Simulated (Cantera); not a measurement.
Feed: 1 mol MgCl2, a varied amount of O2, 1.2 mol H2, 2.5 mol H2O, at 1500 °C and 0.390 Torr.

Cantera equilibrium calculation (NASA polynomials, part measured and part estimated; ideal gas, pure solids and liquids). Candidate condensed phases: H2O, Mg, MgCl2, MgO, Mg(OH)2; 22 gas species. The numbers say what is thermodynamically allowed, not how fast it happens.

x: gas mole fraction; n: condensed amount in mol.

| n(O2) (mol) | x H2O | x HCl | x H2 | x Cl | x O2 | x MgCl2 | n MgO(s) |
|---|---|---|---|---|---|---|---|
| 0.14 | 0.388 | 0.390 | 0.196 | 0.00846 | 1.32e-5 | 0.0120 | 0.941 |
| 0.17 | 0.400 | 0.390 | 0.183 | 0.00875 | 1.60e-5 | 0.0117 | 0.943 |
| 0.2 | 0.412 | 0.390 | 0.171 | 0.00906 | 1.95e-5 | 0.0114 | 0.944 |
| 0.24 | 0.428 | 0.391 | 0.154 | 0.00954 | 2.58e-5 | 0.0109 | 0.947 |
| 0.29 | 0.449 | 0.391 | 0.134 | 0.0102 | 3.76e-5 | 0.0105 | 0.949 |
| 0.35 | 0.473 | 0.391 | (withheld) | (withheld) | (withheld) | 0.00991 | 0.952 |
| 0.42 | 0.501 | 0.390 | 0.0815 | 0.0131 | 0.000127 | 0.00931 | 0.955 |
| 0.5 | 0.532 | 0.387 | (withheld) | (withheld) | (withheld) | 0.00864 | 0.958 |
| 0.6 | 0.563 | 0.376 | 0.0195 | 0.0259 | 0.00281 | 0.00773 | 0.963 |
| 0.72 | 0.567 | 0.356 | 0.00784 | 0.0386 | 0.0175 | 0.00687 | 0.966 |

**Question.** What belongs in the gaps?

**Answer.** 
- 0.35, x H2: 0.110
- 0.35, x Cl: 0.0113
- 0.35, x O2: 6.25e-5
- 0.5, x H2: 0.0506
- 0.5, x Cl: 0.0165
- 0.5, x O2: 0.000371
